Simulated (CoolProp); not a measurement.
Vapour-liquid equilibrium of ethanol (1) + hexamethyldisiloxane (MM) (2) at 14 bar; x and y are mole fractions of (1).

The numbers come from the multi-fluid Helmholtz-energy mixture model, Schroeder 2014 and Thol 2016; pair parameters Bell 2016 in CoolProp.

```tsv
x	bubble temperature (K)	y at the bubble point	dew temperature at overall composition x (K)	liquid density (mol/L)
0.05	488.1	0.128	494.2	3.084
0.15	472.1	0.339	486.4	3.566
0.25	461.7	0.477	478.8	4.036
0.35	454.8	0.571	471.3	4.555
0.45	450.0	0.643	463.7	5.170
0.55	446.4	0.705	456.3	5.931
0.65	443.6	0.763	449.5	6.898
0.75	441.5	0.823	444.2	8.153
0.85	439.7	0.888	440.6	9.821
0.95	438.3	0.961	438.5	12.11
```

No azeotrope shows between x = 0.05 and 0.95.

Pair parameters are fitted to limited data, so mixtures are less certain than the pure fluids.
